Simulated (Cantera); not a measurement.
Standard-state values (1 bar) from the NASA 1993 polynomials, evaluated with Cantera. Values are per mole of reaction as written; species without (g) are pure solids or liquids, kept so even where they would boil at 1 bar.

Between 973 and 1498 K, where is each reaction favourable under standard conditions?
- H2S(g) + 2 Na ⇌ Na2S + 2 H(g)


- H2S(g) + 2 Na ⇌ Na2S + 2 H(g): ΔG° is 68 kJ at 973 K and 40 kJ at 1498 K; it stays positive (K < 1). ΔH° is 160 kJ and ΔS° 80 J/K at 1498 K.
